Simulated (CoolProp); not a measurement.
Vapour-liquid equilibrium of benzene (1) + cyclohexane (2) at 114.75 °C; x and y are mole fractions of (1).

The numbers come from the multi-fluid Helmholtz-energy mixture model, Thol 2012 and Zhou 2014; pair parameters Bell 2016 in CoolProp.

### Question
Give the bubble pressure and the first vapour's composition at x = 0.65, 0.8, 0.95. Is there an azeotrope?

### Answer
x = 0.65: 0.2817 MPa, y = 0.640; x = 0.8: 0.2778 MPa, y = 0.775; x = 0.95: 0.2686 MPa, y = 0.936. y crosses x between x = 0.5 and 0.65: the model has an azeotrope there.

Pair parameters are fitted to limited data, so mixtures are less certain than the pure fluids.
